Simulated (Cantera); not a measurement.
A Cantera script and what it prints.

```python
import numpy as np
import cantera as ct

gas_names = """
    AL ALH ALN AL2 H H2 N NH NH2 NH3 N2 N2H2 N2H4
""".split()
cond_names = """
    AL(cr) AL(L) ALN(s)
""".split()


def load(file, names, dense=False):
    # The tables refer to 1 bar. Condensed volumes are neglected.
    table = {s.name: s for s in ct.Species.list_from_file(file)}
    out = []
    for n in names:
        d = dict(table[n].input_data)
        d["thermo"] = dict(d["thermo"], **{"reference-pressure": 1e5})
        if dense:
            d["equation-of-state"] = {"model": "constant-volume", "density": "1e6 g/cm^3"}
        out.append(ct.Species.from_dict(d))
    return out


gas = ct.Solution(thermo="ideal-gas", species=load("nasa_gas.yaml", gas_names))
cond = {s.name: ct.Solution(thermo="fixed-stoichiometry", species=[s], name=s.name)
        for s in load("nasa_condensed.yaml", cond_names, dense=True)}
atoms = {
    'Al': {'AL': 1},
    'NH3': {'N': 1, 'H': 3},
    'H2': {'H': 2},
}
top_T = {'ALN(s)': 2750}  # K; cautious upper limits of use, not melting points


def equilibrate(T, P, feed):
    n = {}
    for name, mol in feed.items():
        for a, k in atoms[name].items():
            n[a] = n.get(a, 0.0) + k * mol
    gas.TPX = T, P, n
    mass = sum(n.values()) * gas.mean_molecular_weight
    gas.equilibrate("TP")
    valid = [c for c in cond.values() if c.min_temp <= T <= top_T.get(c.name, c.max_temp)]
    mix = ct.Mixture([(gas, mass / gas.mean_molecular_weight)] + [(c, 0.0) for c in valid])
    mix.T, mix.P = T, P
    mix.equilibrate("TP", solver="vcs", rtol=1e-11, max_steps=5000)
    return mix


results = []
feed = {'Al': 1, 'NH3': 330, 'H2': 61}  # mol
T = 1225  # K
P = 12000  # Pa
mix = equilibrate(T, P, feed)
results.append((T, P, feed, dict(zip(mix.species_names, mix.species_moles))))
print(gas.report(threshold=0.001))
for i in range(1, mix.n_phases):
    print(f"{mix.phase(i).name:16s} {mix.phase_moles(i):12.5e} mol")
```

Result:

```
       temperature   1225 K
          pressure   12000 Pa
           density   0.0093686 kg/m^3
  mean mol. weight   7.9517 kg/kmol
   phase of matter   gas

                          1 kg             1 kmol
                     ---------------   ---------------
          enthalpy        3.5086e+06          2.79e+07  J
   internal energy        2.2278e+06        1.7715e+07  J
           entropy             26260        2.0882e+05  J/K
    Gibbs function        -2.866e+07        -2.279e+08  J
 heat capacity c_p            3996.8             31782  J/K
 heat capacity c_v            2951.2             23467  J/K

                      mass frac. Y      mole frac. X     chem. pot. / RT
                     ---------------   ---------------   ---------------
                H2           0.19564           0.77168           -20.413
                N2           0.80434           0.22831            -29.01
     [  +11 minor]        1.4291e-05        7.4158e-06

AL(L)             0.00000e+00 mol
ALN(s)            1.00000e+00 mol
```

These are equilibrium values from Cantera (NASA tables, ideal gas, pure condensed phases), not measurements of a reactor.
